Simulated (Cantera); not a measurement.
A perfectly stirred reactor is fed with 1.10 % C2H6, 98.9 % N2, at 3.00 Torr; it is held at 1400 K, and followed from long to short residence time.

Cantera simulation using GRI-Mech 3.0 (53 species, 325 reactions); the numbers are that mechanism's predictions, not measurements. GRI-Mech 3.0 stops at C3 and has no aromatics, soot or wall deposition, so with more carbon than oxygen in the feed, carbon stays in small species such as C2H2 where larger ones or solid carbon would form. Radical loss at walls, strong at low pressure, is not modelled.

Predict: x(C2H6) at τ = 29.0 s; x(CH4) at τ = 29.0 s; x(CH2) at τ = 29.0 s; x(CH3) at τ = 29.0 s; x(H) at τ = 29.0 s; x(C2H6) at τ = 92.0 ms; x(CH4) at τ = 92.0 ms; x(CH2) at τ = 92.0 ms; x(CH3) at τ = 92.0 ms; x(H) at τ = 92.0 ms.


```
Item                       Value
----------------------  --------
x(C2H6) at τ = 29.0 s    1.82e-5
x(CH4) at τ = 29.0 s     0.00113
x(CH2) at τ = 29.0 s     1.80e-7
x(CH3) at τ = 29.0 s     8.23e-5
x(H) at τ = 29.0 s       7.05e-5
x(C2H6) at τ = 92.0 ms   0.00321
x(CH4) at τ = 92.0 ms    0.00177
x(CH2) at τ = 92.0 ms    1.70e-6
x(CH3) at τ = 92.0 ms   0.000978
x(H) at τ = 92.0 ms      8.61e-5
```
